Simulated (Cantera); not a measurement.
A perfectly stirred reactor is fed with CH₄ : O₂ : N₂ = 1 : 3.57 : 13.4 (molar parts), equivalence ratio 0.56, at 0.237 atm; it is adiabatic with a 425 K inlet, and is followed from long to short residence time, starting on the burning branch (τ in s: 0.032, 0.015, 0.0071, 0.0034, 0.0016, 0.00075, 0.00035, 0.00017, 7.9e-05, 3.7e-05).

Cantera simulation using GRI-Mech 3.0 (53 species, 325 reactions); the numbers are that mechanism's predictions, not measurements.

Question: What does this change do: inlet temperature 425 to 398 K?

Answer: 
```csv
quantity,before,after
"blow-out, bracketed by the residence times tried","burning at 0.750 ms, out at 0.350 ms","burning at 0.750 ms, out at 0.350 ms"
x(CH₄) at τ = 32.0 ms,4.05e-5,4.36e-5
x(O₂) at τ = 32.0 ms,0.0873,0.0874
x(H₂O) at τ = 32.0 ms,0.108,0.108
x(NO) at τ = 32.0 ms,5.93e-6,5.11e-6
x(OH) at τ = 32.0 ms,0.00291,0.00276
x(CH₄) at τ = 0.750 ms,0.00139,0.00178
x(O₂) at τ = 0.750 ms,0.0997,0.102
x(H₂O) at τ = 0.750 ms,0.0985,0.0979
x(NO) at τ = 0.750 ms,1.17e-6,8.41e-7
x(OH) at τ = 0.750 ms,0.00310,0.00264
```
